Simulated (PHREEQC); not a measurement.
A solution holds 4.1 mmol/kgw NH4HSO4, at 20 °C. Closed to the air; pH follows from the charge balance.

All values are PHREEQC results (ion-association model, wateq4f.dat), not measurements.

No solid was allowed to form.

**Question.** What pH, ionic strength does the model give?

**Answer.** pH 2.50; ionic strength 0.0107 mol/kgw.

**Question.** In which forms is N present?

**Answer.** NH4+ 97 %, NH4SO4- 2.7 % of the N.
